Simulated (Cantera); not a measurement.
What does this Cantera script print?

```python
import numpy as np
import cantera as ct

gas_names = """
    CL CL2 H HCL H2 N NH NH2 NH3 N2 N2H2 N2H4 Si SiCL SiCL2 SiCL3 SiCL4 SiH SiHCL3 SiH2 SiH2CL2 SiH3
    SiH3CL SiH4 SiN Si2 Si2N Si3
""".split()
cond_names = """
    NH4CL(a) NH4CL(b) Si(cr) Si(L) Si3N4(a)
""".split()


def load(file, names, dense=False):
    # The tables refer to 1 bar. Condensed volumes are neglected.
    table = {s.name: s for s in ct.Species.list_from_file(file)}
    out = []
    for n in names:
        d = dict(table[n].input_data)
        d["thermo"] = dict(d["thermo"], **{"reference-pressure": 1e5})
        if dense:
            d["equation-of-state"] = {"model": "constant-volume", "density": "1e6 g/cm^3"}
        out.append(ct.Species.from_dict(d))
    return out


gas = ct.Solution(thermo="ideal-gas", species=load("nasa_gas.yaml", gas_names))
cond = {s.name: ct.Solution(thermo="fixed-stoichiometry", species=[s], name=s.name)
        for s in load("nasa_condensed.yaml", cond_names, dense=True)}
atoms = {
    'SiHCl3': {'Si': 1, 'H': 1, 'CL': 3},
    'Cl2': {'CL': 2},
    'N2': {'N': 2},
}
top_T = {'Si3N4(a)': 2400}  # K; cautious upper limits of use, not melting points


def equilibrate(T, P, feed):
    n = {}
    for name, mol in feed.items():
        for a, k in atoms[name].items():
            n[a] = n.get(a, 0.0) + k * mol
    gas.TPX = T, P, n
    mass = sum(n.values()) * gas.mean_molecular_weight
    gas.equilibrate("TP")
    valid = [c for c in cond.values() if c.min_temp <= T <= top_T.get(c.name, c.max_temp)]
    mix = ct.Mixture([(gas, mass / gas.mean_molecular_weight)] + [(c, 0.0) for c in valid])
    mix.T, mix.P = T, P
    mix.equilibrate("TP", solver="vcs", rtol=1e-11, max_steps=5000)
    return mix


results = []
feed = {'SiHCl3': 1, 'Cl2': 0.065, 'N2': 140}  # mol
for P in [100, 260, 670, 1700, 4500, 12000, 30000, 77000, 200000]:
    for T in [873, 948, 1023, 1098, 1173, 1248, 1323, 1398, 1473, 1548, 1623, 1698, 1773]:
        mix = equilibrate(T, P, feed)
        results.append((T, P, feed, dict(zip(mix.species_names, mix.species_moles))))

for T, P, feed, n in results:
    print(f"{T:7g} {P:10.4g}  " + (" + ".join(c for c in cond_names if n.get(c, 0) > 1e-12) or "gas only"))
```

Output:

```
    873        100  Si3N4(a)
    948        100  Si3N4(a)
   1023        100  Si3N4(a)
   1098        100  Si3N4(a)
   1173        100  Si3N4(a)
   1248        100  Si3N4(a)
   1323        100  Si3N4(a)
   1398        100  gas only
   1473        100  gas only
   1548        100  gas only
   1623        100  gas only
   1698        100  gas only
   1773        100  gas only
    873        260  Si3N4(a)
    948        260  Si3N4(a)
   1023        260  Si3N4(a)
   1098        260  Si3N4(a)
   1173        260  Si3N4(a)
   1248        260  Si3N4(a)
   1323        260  Si3N4(a)
   1398        260  gas only
   1473        260  gas only
   1548        260  gas only
   1623        260  gas only
   1698        260  gas only
   1773        260  gas only
    873        670  Si3N4(a)
    948        670  Si3N4(a)
   1023        670  Si3N4(a)
   1098        670  Si3N4(a)
   1173        670  Si3N4(a)
   1248        670  Si3N4(a)
   1323        670  Si3N4(a)
   1398        670  Si3N4(a)
   1473        670  gas only
   1548        670  gas only
   1623        670  gas only
   1698        670  gas only
   1773        670  gas only
    873       1700  Si3N4(a)
    948       1700  Si3N4(a)
   1023       1700  Si3N4(a)
   1098       1700  Si3N4(a)
   1173       1700  Si3N4(a)
   1248       1700  Si3N4(a)
   1323       1700  Si3N4(a)
   1398       1700  Si3N4(a)
   1473       1700  Si3N4(a)
   1548       1700  gas only
   1623       1700  gas only
   1698       1700  gas only
   1773       1700  gas only
    873       4500  Si3N4(a)
    948       4500  Si3N4(a)
   1023       4500  Si3N4(a)
   1098       4500  Si3N4(a)
   1173       4500  Si3N4(a)
   1248       4500  Si3N4(a)
   1323       4500  Si3N4(a)
   1398       4500  Si3N4(a)
   1473       4500  Si3N4(a)
   1548       4500  gas only
   1623       4500  gas only
   1698       4500  gas only
   1773       4500  gas only
    873    1.2e+04  Si3N4(a)
    948    1.2e+04  Si3N4(a)
   1023    1.2e+04  Si3N4(a)
   1098    1.2e+04  Si3N4(a)
   1173    1.2e+04  Si3N4(a)
   1248    1.2e+04  Si3N4(a)
   1323    1.2e+04  Si3N4(a)
   1398    1.2e+04  Si3N4(a)
   1473    1.2e+04  Si3N4(a)
   1548    1.2e+04  Si3N4(a)
   1623    1.2e+04  gas only
   1698    1.2e+04  gas only
   1773    1.2e+04  gas only
    873      3e+04  Si3N4(a)
    948      3e+04  Si3N4(a)
   1023      3e+04  Si3N4(a)
   1098      3e+04  Si3N4(a)
   1173      3e+04  Si3N4(a)
   1248      3e+04  Si3N4(a)
   1323      3e+04  Si3N4(a)
   1398      3e+04  Si3N4(a)
   1473      3e+04  Si3N4(a)
   1548      3e+04  Si3N4(a)
   1623      3e+04  Si3N4(a)
   1698      3e+04  gas only
   1773      3e+04  gas only
    873    7.7e+04  Si3N4(a)
    948    7.7e+04  Si3N4(a)
   1023    7.7e+04  Si3N4(a)
   1098    7.7e+04  Si3N4(a)
   1173    7.7e+04  Si3N4(a)
   1248    7.7e+04  Si3N4(a)
   1323    7.7e+04  Si3N4(a)
   1398    7.7e+04  Si3N4(a)
   1473    7.7e+04  Si3N4(a)
   1548    7.7e+04  Si3N4(a)
   1623    7.7e+04  Si3N4(a)
   1698    7.7e+04  Si3N4(a)
   1773    7.7e+04  gas only
    873      2e+05  Si3N4(a)
    948      2e+05  Si3N4(a)
   1023      2e+05  Si3N4(a)
   1098      2e+05  Si3N4(a)
   1173      2e+05  Si3N4(a)
   1248      2e+05  Si3N4(a)
   1323      2e+05  Si3N4(a)
   1398      2e+05  Si3N4(a)
   1473      2e+05  Si3N4(a)
   1548      2e+05  Si3N4(a)
   1623      2e+05  Si3N4(a)
   1698      2e+05  Si3N4(a)
   1773      2e+05  Si3N4(a)
```

Equilibrium computed with Cantera from the NASA thermochemical tables; the gas is ideal and each condensed phase is pure. N2 is the only nitrogen source here; it is nearly inert below about 1500 K, so the nitride shown seldom forms there in practice. The tables' values for SiCl3 are old estimates.
